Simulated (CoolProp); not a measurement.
Saturation properties of R245fa (Tc = 153.9 °C, pc = 3.651 MPa, ω = 0.378).

The numbers come from the reference Helmholtz-energy equation of state, Akasaka 2015 in CoolProp.

| T (°C) | p (MPa) | liquid density (kg/m³) | liquid cp (kJ/(kg K)) |
|---|---|---|---|
| -76.15 | 0.0003005 | 1585 | 1.149 |
| -62.85 | ___ | 1555 | 1.163 |
| -49.55 | 0.002984 | ___ | 1.179 |
| -36.25 | 0.007472 | 1493 | 1.198 |
| -22.95 | ___ | 1461 | 1.219 |
| -9.75 | 0.03349 | 1428 | 1.243 |
| 3.55 | 0.06247 | 1395 | 1.269 |
| 16.85 | 0.1088 | 1360 | 1.298 |
| 30.15 | 0.1790 | 1324 | 1.329 |
| 43.35 | 0.2795 | 1287 | 1.364 |
| 56.65 | 0.4199 | 1247 | 1.403 |
| 69.95 | ___ | 1205 | ___ |
| 83.25 | 0.8552 | 1159 | 1.503 |
| 96.55 | 1.170 | 1108 | 1.573 |
| 109.75 | 1.563 | 1050 | ___ |

### Question
Complete the blanks.

### Answer

- -62.85, p (MPa): 0.001033
- -49.55, liquid density (kg/m³): 1524
- -22.95, p (MPa): 0.01665
- 69.95, p (MPa): 0.6085
- 69.95, liquid cp (kJ/(kg K)): 1.448
- 109.75, liquid cp (kJ/(kg K)): 1.671

It boils at 15.0 °C under 1 atm.
